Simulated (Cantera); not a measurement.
An adiabatic, constant-volume homogeneous reactor starts with CH₄ : H₂ : O₂ : N₂ = 1 : 1.2 : 1.62 : 7.8 (molar parts), equivalence ratio 1.6, at 1275 K and 1600000 Pa.

Cantera simulation using GRI-Mech 3.0 (53 species, 325 reactions); the numbers are that mechanism's predictions, not measurements. The pressure lies above the range GRI-Mech 3.0 was tuned for (to about 10 atm).

Task: Predict: time of steepest temperature rise; temperature at 0.300 s; equilibrium temperature; x(H₂) at 0.300 s; x(O₂) at 0.300 s; x(HCO) at 0.300 s.

Result: 
```json
{
 "time_of_steepest_temperature_rise": "73.9 µs",
 "temperature at 0.300 s": "2830 K",
 "equilibrium_temperature": "2830 K",
 "x(H₂) at 0.300 s": "0.0957 (gas-phase equilibrium 0.0957)",
 "x(O₂) at 0.300 s": "4.98e-5 (gas-phase equilibrium 4.98e-5)",
 "x(HCO) at 0.300 s": "1.05e-6 (gas-phase equilibrium 1.05e-6)"
}
```
